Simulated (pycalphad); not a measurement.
All values are pycalphad results on the COST 507 light-alloy database (1999) (1 atm), not direct measurements. No gas phase is included, though pure Mg would boil below 1650 K. These are 1990s assessments: newer ones move some temperatures and phases. Phase fractions are per mole of atoms. Kinetics are ignored, which matters at the lower temperatures.

**Question.** Give the equilibrium state of Mg-95.4Si (at.%) at 1650 K.

**Answer.** 
```
T = 1650.00 K, P = 101325 Pa, N = 1 mol of atoms
G = -70607 J/mol, H = 71155 J/mol, S = 85.92 J/(mol K)  (SER reference)
chemical potentials (J/mol): Mg -167486, Si -65936
phase             fraction      x(Mg)      x(Si)
LIQUID              0.8540     0.0539     0.9461
DIAMOND_A4          0.1460       none     1.0000
```

**Question.** Give the equilibrium state of Mg-95.4Si (at.%) at 600 K.

**Answer.** 
```
T = 600.00 K, P = 101325 Pa, N = 1 mol of atoms
G = -15627 J/mol, H = 5334 J/mol, S = 34.94 J/(mol K)  (SER reference)
chemical potentials (J/mol): Mg -52538, Si -13847
phase             fraction      x(Mg)      x(Si)
DIAMOND_A4          0.9310       none     1.0000
MG2SI               0.0690     0.6667     0.3333
```

Database names, with the compositions (at.%) that they take in these runs: MG2SI: Mg 67 Si 33. DIAMOND_A4 is diamond (Si). An entry "none" or "no" means that the model of the phase leaves that element out.
